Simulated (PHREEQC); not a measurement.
Solution (25 °C): 5.7 mol/kgw NaBr, 0.066 mol/kgw MgSO4 and 4.7e-05 mol/kgw H4SiO4. It is in equilibrium with CO2 at log p = -3.4 (atm). Otherwise closed; pH follows from the charge balance.

Equilibrium calculation in PHREEQC: Pitzer model, pitzer.dat.

```tsv
quantity	before	after
pH	4.92	4.85
CO2 (mol/kgw)	5.00e-6	5.14e-6
HCO3- (mol/kgw)	2.03e-6	1.73e-6
H3SiO4- (mol/kgw)	6.29e-9	5.02e-9
CO3-2 (mol/kgw)	1.79e-10	1.14e-10
SI of SiO2(a) (SiO2)	-1.13	-1.14
SI of Nahcolite (NaHCO3)	-4.97	-5.04
```

Question: Name the change that produced these shifts.
A) MgSO4 left out
B) H4SiO4 from 4.7e-05 to 4.7e-06 mol/kgw
C) MgSO4 replaced by K2SO4 at the same molality
D) diluted 5-fold with water
E) H4SiO4 replaced by Na2SiO3 at the same molality

Answer: A, MgSO4 left out

No solid was allowed to form. In brines, pH and single-ion activities rest on the MacInnes convention.
